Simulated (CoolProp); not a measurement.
Vapour-liquid equilibrium of ethanol (1) + ethylbenzene (2) at 0.827 MPa; x and y are mole fractions of (1).

Values from CoolProp's multi-fluid Helmholtz-energy mixture model, Schroeder 2014 and Zhou 2012; pair parameters Bell 2016.

Give the bubble temperature and the first vapour's composition at x = 0.35, 0.65, 0.75. Is there an azeotrope?

x = 0.35: 432.9 K, y = 0.799; x = 0.65: 423.7 K, y = 0.872; x = 0.75: 421.5 K, y = 0.898. No azeotrope shows between x = 0.05 and 0.95.

Pair parameters are fitted to limited data, so mixtures are less certain than the pure fluids. With so large a gap from Raoult's law the liquid may split in two, which this calculation doesn't test in full.
